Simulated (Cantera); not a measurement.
Equilibrium for boron, boron nitride and boron oxide: B + H2

Charge: 1 mol B, 4 mol H2, equilibrated at 100 Torr.

Equilibrium computed with Cantera from the NASA thermochemical tables; the gas is ideal and each condensed phase is pure. Candidate condensed phases: B; 7 gas species. The tables' values for BH2 are old estimates; treat these amounts as uncertain. Gases not in the tables: B2H6 and higher boranes. Kinetics and transport are ignored.

From 1248 K to 2148 K the condensed part is B(s).

| T (K) | log p H2 | log p H | log p BH2 | log p BH3 | log p B | log p BH | n B(s) |
|---|---|---|---|---|---|---|---|
| 1248 | -0.88 | -6.77 | -7.25 | -7.16 | <-12 | <-12 | 1.000 |
| 1323 | -0.88 | -6.24 | -6.78 | -6.95 | <-12 | -12.76 | 1.000 |
| 1398 | -0.88 | -5.76 | -6.37 | -6.75 | <-12 | -11.84 | 1.000 |
| 1473 | -0.88 | -5.34 | -6.00 | -6.58 | -12.07 | -11.01 | 1.000 |
| 1548 | -0.88 | -4.95 | -5.67 | -6.43 | -11.11 | -10.26 | 1.000 |
| 1623 | -0.88 | -4.60 | -5.37 | -6.29 | -10.24 | -9.58 | 1.000 |
| 1698 | -0.88 | -4.28 | -5.10 | -6.16 | -9.45 | -8.96 | 1.000 |
| 1773 | -0.88 | -3.98 | -4.85 | -6.05 | -8.73 | -8.40 | 1.000 |
| 1848 | -0.88 | -3.71 | -4.62 | -5.95 | -8.07 | -7.88 | 0.999 |
| 1923 | -0.88 | -3.46 | -4.41 | -5.85 | -7.45 | -7.40 | 0.999 |
| 1998 | -0.88 | -3.23 | -4.21 | -5.76 | -6.89 | -6.97 | 0.998 |
| 2073 | -0.88 | -3.02 | -4.03 | -5.68 | -6.37 | -6.56 | 0.997 |
| 2148 | -0.88 | -2.82 | -3.87 | -5.61 | -5.88 | -6.18 | 0.996 |
log p: log10 of the partial pressure in bar; n: condensed amount in mol.
